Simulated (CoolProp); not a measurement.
A single-stage vapour-compression cycle with propane: evaporating at 199.15 K (dew point), condensing at 229.15 K (bubble point), superheat 0 K, subcooling 2 K, compressor efficiency 0.65, no pressure losses. Each further row changes one setting.

Values from CoolProp's reference Helmholtz-energy equation of state, Lemmon 2009.

| case | cooling COP | pressure ratio | discharge temperature (K) | refrigerating effect (kJ/kg) | volumetric capacity (kJ/m³) |
|---|---|---|---|---|---|
| as stated | 3.93 | 4.86 | 272.3 | 396 | 204 |
| evaporating temperature 204.15 K | 4.92 | 3.60 | 263.9 | 402 | 274 |
| condensing temperature 224.15 K | 4.80 | 3.86 | 261.6 | 407 | 210 |
| subcooling 7 K | 4.04 | 4.86 | 272.3 | 407 | 210 |
| superheat 10 K | 3.87 | 4.86 | 283.5 | 409 | 201 |
| compressor efficiency 0.55 | 3.32 | 4.86 | 283.8 | 396 | 204 |
